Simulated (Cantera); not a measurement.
Cantera run:

```python
import numpy as np
import cantera as ct

gas_names = """
    C CN CO CO2 C2 CCN CNC C2N2 C2O C3 C3O2 C4 C4N2 C5 N NCO NO NO2 NO3 N2 N2O O O2 O3 Pb PbO Pb2
""".split()
cond_names = """
    C(gr) Pb(cr) Pb(L) PbO(rd) PbO(yw) PbO(L) PbO2(s) Pb3O4(s)
""".split()


# ... load() reads the species with a 1 bar reference pressure and builds the phases ...
atoms = {
    'Pb': {'Pb': 1},
    'CO': {'C': 1, 'O': 1},
    'N2': {'N': 2},
}
top_T = {'C(gr)': 4500, 'Pb3O4(s)': 820}  # K; cautious upper limits of use, not melting points


# ... equilibrate(T, P, feed) seeds the gas with the atoms and calls Mixture.equilibrate('TP', solver="vcs", rtol=1e-11, max_steps=5000) ...
results = []
feed = {'Pb': 1, 'CO': 2.8, 'N2': 1.1}  # mol
T = 1348.15  # K
for P in [10, 42, 180, 750, 3200, 13000, 56000, 240000, 1000000]:
    mix = equilibrate(T, P, feed)
    results.append((T, P, feed, dict(zip(mix.species_names, mix.species_moles))))
    x = sorted(zip(gas.X, gas.species_names), reverse=True)
    print(f"T = {T:g} K  P = {P:g} Pa  gas = {mix.phase_moles(0):.4g} mol")
    print("   x: " + "  ".join(f"{s} {v:.3e}" for v, s in x if v > 1e-06))
    print("   condensed (mol): " + ("  ".join(f"{mix.phase(i).name} {mix.phase_moles(i):.4g}"
          for i in range(1, mix.n_phases) if mix.phase_moles(i) > 1e-12) or "none"))
```

Result:

```
T = 1348.15 K  P = 10 Pa  gas = 4.9 mol
   x: CO 5.714e-01  N2 2.245e-01  Pb 2.041e-01
   condensed (mol): C(gr) 4.753e-07
T = 1348.15 K  P = 42 Pa  gas = 4.9 mol
   x: CO 5.714e-01  N2 2.245e-01  Pb 2.041e-01
   condensed (mol): C(gr) 1.999e-06
T = 1348.15 K  P = 180 Pa  gas = 4.9 mol
   x: CO 5.714e-01  N2 2.245e-01  Pb 2.041e-01  Pb2 2.224e-06  CO2 1.749e-06
   condensed (mol): C(gr) 8.571e-06
T = 1348.15 K  P = 750 Pa  gas = 4.9 mol
   x: CO 5.714e-01  N2 2.245e-01  Pb 2.041e-01  Pb2 9.264e-06  CO2 7.288e-06
   condensed (mol): C(gr) 3.571e-05
T = 1348.15 K  P = 3200 Pa  gas = 4.586 mol
   x: CO 6.105e-01  N2 2.399e-01  Pb 1.495e-01  CO2 3.550e-05  Pb2 2.123e-05
   condensed (mol): C(gr) 0.0001628  Pb(L) 0.3141
T = 1348.15 K  P = 13000 Pa  gas = 4.048 mol
   x: CO 6.913e-01  N2 2.717e-01  Pb 3.681e-02  CO2 1.849e-04  Pb2 5.225e-06
   condensed (mol): C(gr) 0.0007485  Pb(L) 0.8509
T = 1348.15 K  P = 56000 Pa  gas = 3.93 mol
   x: CO 7.107e-01  N2 2.799e-01  Pb 8.545e-03  CO2 8.419e-04  Pb2 1.213e-06
   condensed (mol): C(gr) 0.003309  Pb(L) 0.9664
T = 1348.15 K  P = 240000 Pa  gas = 3.894 mol
   x: CO 7.119e-01  N2 2.825e-01  CO2 3.620e-03  Pb 1.994e-03
   condensed (mol): C(gr) 0.01409  Pb(L) 0.9922
T = 1348.15 K  P = 1e+06 Pa  gas = 3.846 mol
   x: CO 6.990e-01  N2 2.860e-01  CO2 1.454e-02  Pb 4.785e-04
   condensed (mol): C(gr) 0.05592  Pb(L) 0.9982
```

Equilibrium computed with Cantera from the NASA thermochemical tables; the gas is ideal and each condensed phase is pure.
